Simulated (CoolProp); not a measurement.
Saturated liquid density (kg/m³) of isopentane: the reference equation beside estimates from Tc = 187.2 °C, pc = 3378 kPa, ω = 0.227. Rackett uses Z = 0.29056 − 0.08775 ω.

Computed with CoolProp (reference Helmholtz-energy equation of state, Lemmon 2006). It is a short technical equation, of lower accuracy than the large ones.

```tsv
T (°C)	reference	Rackett	van der Waals	Redlich-Kwong	Soave-Redlich-Kwong	Peng-Robinson
6.55	633.4	640.0	390.5	574.3	589.7	665.8
8.95	631.0	637.6	389.1	571.8	587.5	663.4
11.35	628.6	635.1	387.6	569.4	___	___
13.75	626.3	632.7	386.2	566.9	582.9	658.5
16.15	623.9	630.2	384.7	564.4	___	656.0
18.55	621.5	627.7	383.3	___	578.3	653.4
20.95	619.1	625.2	381.8	559.2	575.9	650.9
23.25	616.7	622.7	380.4	556.7	573.6	648.4
25.65	614.3	620.2	378.9	554.1	571.1	645.7
28.05	611.9	617.6	377.4	551.5	568.7	643.0
30.45	609.4	615.1	375.8	548.8	566.2	640.3
32.85	606.9	612.5	374.3	546.1	563.6	637.6
35.25	604.4	609.9	372.7	543.3	561.1	634.8
```

**Question.** Complete the blanks.

**Answer.** 
- 11.35, Soave-Redlich-Kwong: 585.2
- 11.35, Peng-Robinson: 661.0
- 16.15, Soave-Redlich-Kwong: 580.6
- 18.55, Redlich-Kwong: 561.8

Absolute difference from the reference over all 13 rows, mean and median: Rackett 1.0 and 1.0 %, van der Waals 38.3 and 38.3 %, Redlich-Kwong 9.7 and 9.7 %, Soave-Redlich-Kwong 7.0 and 7.0 %, Peng-Robinson 5.1 and 5.1 %.
